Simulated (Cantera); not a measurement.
**Adiabatic ignition**

An adiabatic, constant-volume homogeneous reactor starts with 5.69 % CH4, 0.626 % H2, 7.79 % O2, 85.9 % N2, equivalence ratio 1.5, at 1400 K and 17.0 bar.

Model: GRI-Mech 3.0 (53 species, 325 reactions), integrated in Cantera. The pressure lies above the range GRI-Mech 3.0 was tuned for (to about 10 atm).

| t (s) | T (K) | P (bar) | x CH4 | x H2 | x O2 | x H2O2 | x NO2 | x CH3 |
|---|---|---|---|---|---|---|---|---|
| 8.00e-6 | 1400 | 17.0 | 0.0569 | 0.00626 | 0.0779 | 3.95e-8 | <1e-12 | 1.55e-6 |
| 2.20e-5 | 1400 | 17.0 | 0.0569 | 0.00626 | 0.0779 | 1.30e-7 | <1e-12 | 7.62e-6 |
| 6.06e-5 | 1401 | 17.0 | 0.0568 | 0.00624 | 0.0779 | 3.67e-7 | <1e-12 | 3.44e-5 |
| 0.000167 | 1406 | 17.1 | 0.0560 | 0.00619 | 0.0773 | 8.39e-7 | <1e-12 | 5.08e-5 |
| 0.000459 | 1493 | 18.2 | 0.0456 | 0.00874 | 0.0688 | 6.14e-6 | 3.09e-11 | 0.000179 |
| 0.00126 | 2301 | 28.9 | 2.51e-9 | 0.0359 | 7.53e-7 | 1.65e-9 | 6.83e-10 | 4.45e-10 |
| 0.00348 | 2301 | 29.0 | 1.52e-10 | 0.0359 | 7.55e-7 | 1.65e-9 | 5.24e-10 | 2.72e-11 |
| 0.00959 | 2301 | 29.0 | 1.50e-10 | 0.0358 | 7.56e-7 | 1.66e-9 | 3.87e-10 | 2.70e-11 |
| 0.0264 | 2301 | 29.0 | 1.50e-10 | 0.0358 | 7.57e-7 | 1.66e-9 | 3.50e-10 | 2.70e-11 |
| 0.0727 | 2301 | 29.0 | 1.50e-10 | 0.0358 | 7.57e-7 | 1.66e-9 | 3.50e-10 | 2.70e-11 |
| 0.200 | 2301 | 29.0 | 1.50e-10 | 0.0358 | 7.57e-7 | 1.66e-9 | 3.50e-10 | 2.70e-11 |
x: mole fraction; the columns are a selection and need not sum to one.

time of steepest temperature rise: 0.536 ms
temperature at 0.200 s: 2301 K
equilibrium temperature: 2301 K
x(CH4) at 0.200 s: 1.50e-10 (gas-phase equilibrium 1.67e-10)
x(H2) at 0.200 s: 0.0358 (gas-phase equilibrium 0.0358)
x(O2) at 0.200 s: 7.57e-7 (gas-phase equilibrium 7.57e-7)
